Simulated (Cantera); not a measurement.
**Premixed flame**

A freely propagating, adiabatic, planar premixed flame of CO : H2 : O2 : N2 : H2O = 1 : 0.4 : 0.5 : 1.35 : 0.075 (molar parts), unburnt at 425 K and 4.00 bar; mixture-averaged transport, grid criteria slope 0.08 and curve 0.16, no radiation.

Detailed kinetics in Cantera: GRI-Mech 3.0 (53 species, 325 reactions). The hydrogen kinetics of GRI-Mech 3.0 are dated; newer H2 mechanisms differ, most at raised pressure. Burning velocities carry a grid error of a few per cent, more on coarse grids.

```json
[
 {"z (mm)": "-0.246", "T (K)": "425", "u (m/s)": "2.19", "x CO": "0.301", "x H2": "0.120", "x O2": "0.150", "x H": "<1e-8", "x NO": "<1e-8", "x HO2": "<1e-8"},
 {"z (mm)": "-0.164", "T (K)": "425", "u (m/s)": "2.19", "x CO": "0.301", "x H2": "0.120", "x O2": "0.150", "x H": "<1e-8", "x NO": "<1e-8", "x HO2": "<1e-8"},
 {"z (mm)": "-0.123", "T (K)": "425", "u (m/s)": "2.19", "x CO": "0.301", "x H2": "0.120", "x O2": "0.150", "x H": "<1e-8", "x NO": "<1e-8", "x HO2": "9.37e-8"},
 {"z (mm)": "-0.0821", "T (K)": "426", "u (m/s)": "2.19", "x CO": "0.302", "x H2": "0.117", "x O2": "0.151", "x H": "<1e-8", "x NO": "<1e-8", "x HO2": "1.43e-6"},
 {"z (mm)": "-0.0411", "T (K)": "458", "u (m/s)": "2.33", "x CO": "0.306", "x H2": "0.104", "x O2": "0.152", "x H": "2.03e-7", "x NO": "<1e-8", "x HO2": "0.000142"},
 {"z (mm)": "-0.0205", "T (K)": "740", "u (m/s)": "3.68", "x CO": "0.303", "x H2": "0.0801", "x O2": "0.144", "x H": "0.000529", "x NO": "1.86e-7", "x HO2": "0.000884"},
 {"z (mm)": "0", "T (K)": "1266", "u (m/s)": "6.18", "x CO": "0.279", "x H2": "0.0472", "x O2": "0.112", "x H": "0.00723", "x NO": "1.71e-6", "x HO2": "0.000309"},
 {"z (mm)": "0.0205", "T (K)": "1637", "u (m/s)": "7.84", "x CO": "0.240", "x H2": "0.0242", "x O2": "0.0694", "x H": "0.0159", "x NO": "6.37e-6", "x HO2": "0.000122"},
 {"z (mm)": "0.0411", "T (K)": "1853", "u (m/s)": "8.72", "x CO": "0.206", "x H2": "0.0183", "x O2": "0.0445", "x H": "0.0193", "x NO": "1.30e-5", "x HO2": "5.89e-5"},
 {"z (mm)": "0.0821", "T (K)": "2072", "u (m/s)": "9.54", "x CO": "0.171", "x H2": "0.0189", "x O2": "0.0271", "x H": "0.0182", "x NO": "2.55e-5", "x HO2": "2.59e-5"},
 {"z (mm)": "0.164", "T (K)": "2259", "u (m/s)": "10.2", "x CO": "0.156", "x H2": "0.0186", "x O2": "0.0186", "x H": "0.0128", "x NO": "4.41e-5", "x HO2": "1.30e-5"},
 {"z (mm)": "0.329", "T (K)": "2412", "u (m/s)": "10.8", "x CO": "0.149", "x H2": "0.0167", "x O2": "0.0128", "x H": "0.00786", "x NO": "7.27e-5", "x HO2": "6.76e-6"},
 {"z (mm)": "0.657", "T (K)": "2524", "u (m/s)": "11.2", "x CO": "0.141", "x H2": "0.0151", "x O2": "0.00817", "x H": "0.00490", "x NO": "0.000120", "x HO2": "3.73e-6"}
]
```
x: mole fraction of selected species; z is measured from the peak of heat release.

| Property | Result |
|---|---|
| laminar burning velocity | 219 cm/s |
| thermal thickness | 0.0821 mm |
| peak x(H) | 0.0196 |
| peak x(HO2) | 0.000917 |
| grid points | 123 |
